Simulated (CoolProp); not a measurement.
Computed with CoolProp (reference Helmholtz-energy equation of state, Gao 2016).

Give the vapour pressure (MPa), liquid density (kg/m³), vapour Z, surface tension (mN/m) of saturated sulfur dioxide at 318.8, 322.8 K.


```
T (K)  p (MPa)  liquid density (kg/m³)  vapour Z  surface tension (mN/m)
-----  -------  ----------------------  --------  ----------------------
318.8    0.744                    1310     0.894                    17.7
322.8    0.833                    1290     0.886                    16.9
```

Surface tension comes from a separate correlation (Mulero 2012).
